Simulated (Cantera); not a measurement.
Feed: 1 mol SiCl₄, 0.33 mol H₂O, 190 mol N₂, held at 698 K and 1.33 mbar.

These are equilibrium values from Cantera (NASA tables, ideal gas, pure condensed phases), not measurements of a reactor. Candidate condensed phases: H₂O, NH₄Cl, Si, SiO₂, Si₂N₂O, Si₃N₄; 47 gas species. Kinetics and transport are ignored.

Base state: N₂ 0.992, SiCl₄ 0.00436, HCl 0.00345 (mole fractions); condensed: SiO₂(α-quartz).

Q: What changes in the equilibrium state with this change: H₂O from 0.33 to 0.73 mol?

A: 
```json
[
 {"species": "N₂", "before": "0.992", "after": "0.989"},
 {"species": "HCl", "before": "0.00345", "after": "0.00760"},
 {"species": "SiCl₄", "before": "0.00436", "after": "0.00331"},
 {"species": "SiO₂(α-quartz), mol", "before": "0.165", "after": "0.365"}
]
```

Q: What changes in the equilibrium state with this change: H₂O from 0.33 to 0.13 mol?

A: 
```tsv
species	before	after
N₂	0.992	0.994
SiCl₄	0.00436	0.00489
HCl	0.00345	0.00136
SiO₂(α-quartz), mol	0.165	0.0650
```
